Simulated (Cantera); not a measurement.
Input: 1 mol Al, a varied amount of N2O, 910 mol H2, held at 1300 K and 13300 Pa.

Equilibrium computed with Cantera from the NASA thermochemical tables; the gas is ideal and each condensed phase is pure. Candidate condensed phases: Al, AlN, Al2O3, H2O; 35 gas species. Equilibrium is a limit: real reactors are often held back by kinetics, nucleation or transport.

At 8.5 mol N2O, list the 3 most abundant gas species with their mole fractions, and the condensed phases.

H2 0.983, N2 0.00925, H2O 0.00762. Condensed: Al2O3(s).
